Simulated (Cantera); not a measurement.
An isothermal, constant-pressure homogeneous reactor starts with CH4 : N2 = 1 : 140 (molar parts), at 1475 K and 100.0 Torr. Integrator tolerance rtol = 1e-08.

Cantera simulation using GRI-Mech 3.0 (53 species, 325 reactions); the numbers are that mechanism's predictions, not measurements. GRI-Mech 3.0 stops at C3 and has no aromatics, soot or wall deposition, so with more carbon than oxygen in the feed, carbon stays in small species such as C2H2 where larger ones or solid carbon would form.

**Question.** What does this change do: 8.9 parts H2O added?

**Answer.** 
| quantity | before | after |
|---|---|---|
| x(CH4) at 20.0 s | 0.000981 (gas-phase equilibrium 2.24e-6) | 0.00110 (gas-phase equilibrium <1e-12) |
| x(C2H) at 20.0 s | 1.57e-9 (gas-phase equilibrium 1.08e-10) | 9.29e-10 (gas-phase equilibrium <1e-12) |
| x(C2H6) at 20.0 s | 1.97e-7 (gas-phase equilibrium 1.45e-12) | 2.79e-7 (gas-phase equilibrium <1e-12) |
| x(H) at 20.0 s | 2.93e-6 (gas-phase equilibrium 3.67e-6) | 4.67e-6 (gas-phase equilibrium 5.40e-6) |
| x(C2H4) at 20.0 s | 3.95e-6 (gas-phase equilibrium 9.86e-8) | 3.90e-6 (gas-phase equilibrium <1e-12) |
| x(HCN) at 20.0 s | 2.32e-7 (gas-phase equilibrium 0.00665) | 1.87e-7 (gas-phase equilibrium 8.08e-11) |
